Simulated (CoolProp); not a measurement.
Saturation properties of normal hydrogen (Tc = 33.1 K, pc = 12.96 bar, ω = -0.219).

Computed with CoolProp (reference Helmholtz-energy equation of state, Leachman 2009).

```json
[
 {"T (K)": "19.8", "p (bar)": "0.8531", "enthalpy of vaporisation (kJ/kg)": "451.1", "vapour Z": "0.9155", "vapour viscosity (µPa s)": "0.965"},
 {"T (K)": "21.1", "p (bar)": "1.249", "enthalpy of vaporisation (kJ/kg)": "445.0", "vapour Z": "0.8914", "vapour viscosity (µPa s)": "1.04"},
 {"T (K)": "22.4", "p (bar)": "1.763", "enthalpy of vaporisation (kJ/kg)": "436.2", "vapour Z": "0.8641", "vapour viscosity (µPa s)": "1.11"},
 {"T (K)": "23.6", "p (bar)": "2.355", "enthalpy of vaporisation (kJ/kg)": "425.5", "vapour Z": "0.8360", "vapour viscosity (µPa s)": "1.18"},
 {"T (K)": "24.9", "p (bar)": "3.143", "enthalpy of vaporisation (kJ/kg)": "410.5", "vapour Z": "0.8022", "vapour viscosity (µPa s)": "1.27"},
 {"T (K)": "26.2", "p (bar)": "4.099", "enthalpy of vaporisation (kJ/kg)": "391.5", "vapour Z": "0.7646", "vapour viscosity (µPa s)": "1.36"},
 {"T (K)": "27.4", "p (bar)": "5.147", "enthalpy of vaporisation (kJ/kg)": "369.6", "vapour Z": "0.7258", "vapour viscosity (µPa s)": "1.45"},
 {"T (K)": "28.7", "p (bar)": "6.481", "enthalpy of vaporisation (kJ/kg)": "339.8", "vapour Z": "0.6782", "vapour viscosity (µPa s)": "1.57"},
 {"T (K)": "30", "p (bar)": "8.043", "enthalpy of vaporisation (kJ/kg)": "300.9", "vapour Z": "0.6224", "vapour viscosity (µPa s)": "1.72"},
 {"T (K)": "31.3", "p (bar)": "9.860", "enthalpy of vaporisation (kJ/kg)": "246.9", "vapour Z": "0.5525", "vapour viscosity (µPa s)": "1.92"},
 {"T (K)": "32.5", "p (bar)": "11.80", "enthalpy of vaporisation (kJ/kg)": "163.9", "vapour Z": "0.4566", "vapour viscosity (µPa s)": "2.25"}
]
```

It boils at 20.4 K under 1 atm.

Viscosity comes from a separate model (Muzny 2013).
